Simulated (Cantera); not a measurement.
Charge: 1 mol SrCl2, 5.3 mol H2, 4.2 mol N2, at 0.150 bar.

Method: chemical equilibrium by Gibbs-energy minimisation in Cantera with the NASA 1993 tables (ideal gas, pure condensed phases). Candidate condensed phases: NH4Cl, Sr, SrCl2; 15 gas species. The numbers say what is thermodynamically allowed, not how fast it happens.

**Question.** What share of the Sr ends up in condensed phases as a function of T (K), at 825, 975, 1125, 1275, 1425, 1575, 1725, 1875, 2025?

**Answer.** 
| T (K) | Sr condensed (%) | as |
|---|---|---|
| 825 | 100.0 | SrCl2(s) |
| 975 | 100.0 | SrCl2(s) |
| 1125 | 100.0 | SrCl2(s) |
| 1275 | 100.0 | SrCl2(l) |
| 1425 | 99.1 | SrCl2(l) |
| 1575 | 91.3 | SrCl2(l) |
| 1725 | 41.7 | SrCl2(l) |
| 1875 | 0.0 | - |
| 2025 | 0.0 | - |
